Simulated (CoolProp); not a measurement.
p-xylene along the isobar 119 bar: density (kg/m³) from the reference equation and from simpler models built on Tc = 616.2 K, pc = 35.32 bar, ω = 0.324; each cubic takes its own stable root.

Model: reference Helmholtz-energy equation of state, Zhou 2012, in CoolProp.

```
T (K)   phase  reference  Redlich-Kwong  Soave-Redlich-Kwong  Peng-Robinson
-----  ------  ---------  -------------  -------------------  -------------
364.2  liquid      810.7          690.8                710.8          798.7
378.4  liquid      798.8          681.2                701.8          788.9
392.6  liquid      786.7          671.3                692.5          778.7
406.8  liquid      774.5          661.2                682.7          768.0
420.9  liquid      762.2          650.9                672.6          756.8
435.1  liquid      749.5          640.2                662.0          745.1
449.3  liquid      736.7          629.2                650.9          732.7
463.5  liquid      723.6          618.0                639.4          719.7
```
